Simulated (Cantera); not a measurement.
Feed: 1 mol SiO2, 86 mol HCl, 5.6 mol O2, equilibrated at 1477 °C.

These are equilibrium values from Cantera (NASA tables, ideal gas, pure condensed phases), not measurements of a reactor. Candidate condensed phases: H2O, Si, SiO2; 30 gas species. The tables hold silica as quartz up to 1696 K and as liquid above; real silica turns to tridymite and cristobalite and melts near 1996 K. Gases not in the tables: Si(OH)4. Rates play no part.

Problem. Which condensed phases are stable at each of these points (P (Pa)): 1, 10, 100, 1000, 10000, 100000?

Solution. 
| P (Pa) | condensed phases | Si condensed (%) |
|---|---|---|
| 1 | gas only | 0.0 |
| 10 | SiO2(condensed) | 96.9 |
| 100 | SiO2(condensed) | 99.9 |
| 1000 | SiO2(condensed) | 100.0 |
| 10000 | SiO2(condensed) | 100.0 |
| 100000 | SiO2(condensed) | 100.0 |

At 1.00 Pa nothing is condensed. From 10.0 Pa to 100000 Pa the condensed part is SiO2(condensed).
